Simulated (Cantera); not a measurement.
Feed: 1 mol SiH2Cl2, 0.0074 mol C2H2, a varied amount of H2, equilibrated at 2223.15 K and 94.0 mbar.

Cantera equilibrium calculation (NASA polynomials, part measured and part estimated; ideal gas, pure solids and liquids). Candidate condensed phases: C, C6H6, C7H8, C8H18, Si, SiC; 109 gas species. The tables' values for SiCl are old estimates; treat these amounts as uncertain. Gases not in the tables: Si2H6 and higher silanes. Kinetics and transport are ignored.

**Question.** At 76 mol H2, list the 4 most abundant gas species with their mole fractions, and the condensed phases.

**Answer.** H2 0.949, HCl 0.0225, H 0.0204, Si 0.00490. Condensed: Si(l).
